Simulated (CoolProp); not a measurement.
Saturated liquid density (kg/m³) of benzene: the reference equation beside estimates from Tc = 562.0 K, pc = 4.906 MPa, ω = 0.211. Rackett uses Z = 0.29056 − 0.08775 ω.

Model: reference Helmholtz-energy equation of state, Thol 2012, in CoolProp.

```json
[
 {"T (K)": "314.2", "reference": "856.3", "Rackett": "844.6", "van der Waals": "519.2", "Redlich-Kwong": "767.6", "Peng-Robinson": "882.5"},
 {"T (K)": "339.6", "reference": "828.6", "Rackett": "818.5", "van der Waals": "504.1", "Redlich-Kwong": "741.6", "Peng-Robinson": "857.3"},
 {"T (K)": "364.9", "reference": "800.2", "Rackett": "791.2", "van der Waals": "487.9", "Redlich-Kwong": "713.5", "Peng-Robinson": "829.2"},
 {"T (K)": "390.3", "reference": "770.4", "Rackett": "762.3", "van der Waals": "470.4", "Redlich-Kwong": "682.7", "Peng-Robinson": "797.5"},
 {"T (K)": "415.7", "reference": "739.0", "Rackett": "731.3", "van der Waals": "451.3", "Redlich-Kwong": "648.7", "Peng-Robinson": "761.5"},
 {"T (K)": "441", "reference": "705.4", "Rackett": "697.9", "van der Waals": "430.4", "Redlich-Kwong": "611.1", "Peng-Robinson": "720.4"},
 {"T (K)": "466.4", "reference": "668.3", "Rackett": "660.8", "van der Waals": "406.8", "Redlich-Kwong": "568.6", "Peng-Robinson": "672.3"},
 {"T (K)": "491.8", "reference": "625.9", "Rackett": "618.4", "van der Waals": "379.6", "Redlich-Kwong": "519.8", "Peng-Robinson": "614.8"},
 {"T (K)": "517.2", "reference": "573.9", "Rackett": "567.2", "van der Waals": "346.8", "Redlich-Kwong": "461.2", "Peng-Robinson": "543.2"},
 {"T (K)": "542.5", "reference": "499.5", "Rackett": "496.2", "van der Waals": "302.6", "Redlich-Kwong": "383.9", "Peng-Robinson": "445.0"}
]
```

Absolute difference from the reference over all 10 rows, mean and median: Rackett 1.1 and 1.1 %, van der Waals 39.2 and 39.1 %, Redlich-Kwong 14.3 and 12.8 %, Peng-Robinson 3.7 and 3.3 %.
